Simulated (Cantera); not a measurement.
Input (Python, Cantera):

```python
import numpy as np
import cantera as ct

gas = ct.Solution("gri30.yaml")
gas.TPX = 2200, 15000, {'CH4': 1, 'CO2': 0.89, 'H2': 0.06, 'H2O': 0.0036}
reactor = ct.IdealGasConstPressureReactor(gas, energy="off", clone=False)
net = ct.ReactorNet([reactor])
net.rtol, net.atol = 1e-08, 1e-18
show = ['CH4', 'CO2', 'H2', 'H2O', 'C2H4', 'CH2CO', 'CH2']
times = np.geomspace(6e-06, 20, 11)

steps = ct.SolutionArray(gas, extra=["t"])
rows = []
print(f"{'t/s':>10s}{'T/K':>9s}{'P/Pa':>11s}" + "".join(f"{s:>11s}" for s in show))
for t in times:
    while net.time < t:
        t_next = net.step()
        steps.append(gas.state, t=t_next)
    rows.append([np.interp(t, steps.t, y) for y in (steps.T, steps.P, *steps(*show).X.T)])
    print(f"{t:10.3e}{rows[-1][0]:9.1f}{rows[-1][1]:11.4g}" + "".join(f"{x:11.3e}" for x in rows[-1][2:]))
rate = np.gradient(steps.T, steps.t)
print("integrator steps:", len(steps.t))
if steps.T.max() > steps.T[0] + 200:
    print(f"time of steepest temperature rise: {steps.t[rate.argmax()]:.4e} s")
gas.TPX = 2200, 15000, {'CH4': 1, 'CO2': 0.89, 'H2': 0.06, 'H2O': 0.0036}
gas.equilibrate("TP")
print(f"equilibrium (TP): T = {gas.T:.1f} K  " + "  ".join(f"{s} {gas[s].X[0]:.3e}" for s in show))
```

Result:

```
       t/s      T/K       P/Pa        CH4        CO2         H2        H2O       C2H4      CH2CO        CH2
 6.000e-06   2200.0    1.5e+04  5.040e-01  4.540e-01  3.365e-02  1.925e-03  4.552e-05  2.719e-10  3.862e-06
 2.694e-05   2200.0    1.5e+04  4.655e-01  4.458e-01  5.386e-02  2.693e-03  4.773e-03  7.659e-08  4.862e-05
 1.210e-04   2200.0    1.5e+04  1.977e-01  3.430e-01  2.824e-01  2.103e-02  2.117e-02  3.774e-05  1.091e-04
 5.433e-04   2200.0    1.5e+04  3.368e-02  1.628e-01  3.669e-01  1.207e-01  9.038e-04  1.991e-04  6.786e-05
 2.440e-03   2200.0    1.5e+04  7.134e-03  3.289e-02  3.474e-01  1.668e-01  1.067e-04  2.104e-04  5.039e-05
 1.095e-02   2200.0    1.5e+04  3.637e-03  1.131e-02  4.503e-01  6.414e-02  2.919e-05  3.794e-05  2.438e-05
 4.919e-02   2200.0    1.5e+04  8.415e-04  1.361e-03  5.067e-01  7.928e-03  4.775e-06  2.304e-06  7.846e-06
 2.209e-01   2200.0    1.5e+04  6.320e-05  3.762e-06  5.145e-01  2.201e-05  2.580e-06  5.193e-08  7.204e-07
 9.919e-01   2200.0    1.5e+04  3.344e-05  1.052e-07  5.145e-01  6.192e-07  2.574e-06  2.566e-08  3.828e-07
 4.454e+00   2200.0    1.5e+04  3.344e-05  1.052e-07  5.145e-01  6.192e-07  2.574e-06  2.566e-08  3.828e-07
 2.000e+01   2200.0    1.5e+04  3.344e-05  1.052e-07  5.145e-01  6.192e-07  2.574e-06  2.566e-08  3.828e-07
integrator steps: 1721
equilibrium (TP): T = 2200.0 K  CH4 3.354e-05  CO2 1.057e-07  H2 5.145e-01  H2O 6.218e-07  C2H4 2.574e-06  CH2CO 2.574e-08  CH2 3.840e-07
```

Model: GRI-Mech 3.0 (53 species, 325 reactions), integrated in Cantera.
